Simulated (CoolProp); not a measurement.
Properties of C2F6 (R116) along the isobar 0.101 MPa.

Model: reference Helmholtz-energy equation of state, Lemmon 2006, in CoolProp. It is a short technical equation, of lower accuracy than the large ones.

```tsv
T (°C)	phase	Joule-Thomson coefficient (K/MPa)	isothermal compressibility (1/MPa)	Prandtl number
-16.15	gas	12.65	10.08	0.739
-0.85	gas	10.68	10.05	0.739
14.35	gas	9.140	10.02	0.740
29.65	gas	7.905	10.00	0.741
44.95	gas	6.905	9.985	0.742
60.25	gas	6.084	9.972	0.742
75.45	gas	5.406	9.961	0.743
90.75	gas	4.831	9.952	0.743
106.05	gas	4.343	9.945	0.744
121.35	gas	3.925	9.938	0.744
136.55	gas	3.566	9.933	0.744
151.85	gas	3.251	9.928	0.745
```

Viscosity comes from a separate model (Huber 2003), an estimate that may be off by 10 % or more. Thermal conductivity comes from a separate model (Huber 2003), an estimate that may be off by 10 % or more.
